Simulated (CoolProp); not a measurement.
A closed Brayton cycle with carbon dioxide: compressor inlet 317.15 K and 9 MPa, high pressure 30 MPa, turbine inlet 855 K, compressor efficiency 0.8, turbine efficiency 0.9, recuperator effectiveness 0.9 (on enthalpy, no pinch check). Each further row changes one setting.

Values from CoolProp's reference Helmholtz-energy equation of state, Span 1996.

```json
[
 {"case": "as stated", "thermal efficiency (%)": "35.7", "net work (kJ/kg)": "108", "compressor to turbine work": "0.33", "compressor exit (K)": "396.1", "turbine exit (K)": "708.6"},
 {"case": "turbine inlet 805 K", "thermal efficiency (%)": "33.9", "net work (kJ/kg)": "97.5", "compressor to turbine work": "(withheld)", "compressor exit (K)": "396.1", "turbine exit (K)": "663.7"},
 {"case": "compressor inlet 327.15 K", "thermal efficiency (%)": "(withheld)", "net work (kJ/kg)": "94.6", "compressor to turbine work": "0.42", "compressor exit (K)": "(withheld)", "turbine exit (K)": "708.6"},
 {"case": "high pressure 25.5 MPa", "thermal efficiency (%)": "34.7", "net work (kJ/kg)": "(withheld)", "compressor to turbine work": "0.31", "compressor exit (K)": "(withheld)", "turbine exit (K)": "(withheld)"},
 {"case": "recuperator effectiveness 0.5", "thermal efficiency (%)": "24.1", "net work (kJ/kg)": "108", "compressor to turbine work": "0.33", "compressor exit (K)": "396.1", "turbine exit (K)": "708.6"}
]
```

Task: Complete the blanks.

Result: 
- turbine inlet 805 K, compressor to turbine work: 0.35
- compressor inlet 327.15 K, thermal efficiency (%): 33.6
- compressor inlet 327.15 K, compressor exit (K): 426.6
- high pressure 25.5 MPa, net work (kJ/kg): 98.0
- high pressure 25.5 MPa, compressor exit (K): 384.9
- high pressure 25.5 MPa, turbine exit (K): 727.7
